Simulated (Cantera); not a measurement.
Charge: 1 mol PbO, 0.016 mol O₂, 0.14 mol N₂, at 1.60 mbar.

Method: chemical equilibrium by Gibbs-energy minimisation in Cantera with the NASA 1993 tables (ideal gas, pure condensed phases). Candidate condensed phases: Pb, PbO, PbO₂, Pb₃O₄; 12 gas species. Equilibrium is a limit: real reactors are often held back by kinetics, nucleation or transport. All values below are at 1025 K.

Base state: N₂ 0.897, O₂ 0.103, PbO 0.000428, NO 3.05e-5 (mole fractions); condensed: PbO(yellow).

**Question.** What changes in the equilibrium state with this change: 0.5 mol NH₃ added?

**Answer.** 
| species | before | after |
|---|---|---|
| H₂O | 0 | 0.646 |
| N₂ | 0.897 | 0.336 |
| Pb | 1.53e-6 | 0.0174 |
| O₂ | 0.103 | <1e-9 |
| H₂ | 0 | 0.000104 |
| NO | 3.05e-5 | 1.64e-9 |
| PbO | 0.000428 | 0.000428 |
| PbO(yellow), mol | 1.000 | 0.282 |
| Pb(l), mol | 0 | 0.698 |
Mutual solubility and eutectic melting of coexisting phases are not modelled. Further candidate phases: H₂O.
